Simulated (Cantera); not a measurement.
A perfectly stirred reactor is fed with C3H8 : O2 : N2 = 1 : 6.02 : 22.7 (molar parts), equivalence ratio 0.83, at 210000 Pa; it is adiabatic with a 325 K inlet, and is followed from long to short residence time, starting on the burning branch (τ in s: 0.35, 0.11, 0.035, 0.011, 0.0035, 0.0011, 0.00034, 0.00011, 3.4e-05, 1.1e-05).

Computed with Cantera and GRI-Mech 3.0 (53 species, 325 reactions). GRI-Mech 3.0 was tuned for natural gas; its chemistry of propane as a main component is partial and can be far from experiment.

Question: What does this change do: pressure from 210000 Pa to 130000 Pa?

Answer: 
```tsv
quantity	before	after
blow-out, bracketed by the residence times tried	burning at 0.110 ms, out at 34.0 µs	burning at 0.110 ms, out at 34.0 µs
x(C3H8) at τ = 0.350 s	5.36e-8	7.41e-8
x(O2) at τ = 0.350 s	0.0327	0.0329
x(C2H2) at τ = 0.350 s	3.84e-7	4.68e-7
x(C2H) at τ = 0.350 s	1.22e-9	1.69e-9
x(NO) at τ = 0.350 s	0.00133	0.00117
x(C3H8) at τ = 1.10 ms	7.34e-6	8.97e-6
x(O2) at τ = 1.10 ms	0.0379	0.0397
x(C2H2) at τ = 1.10 ms	9.47e-6	8.49e-6
x(C2H) at τ = 1.10 ms	6.23e-8	5.89e-8
x(NO) at τ = 1.10 ms	7.94e-5	6.40e-5
```
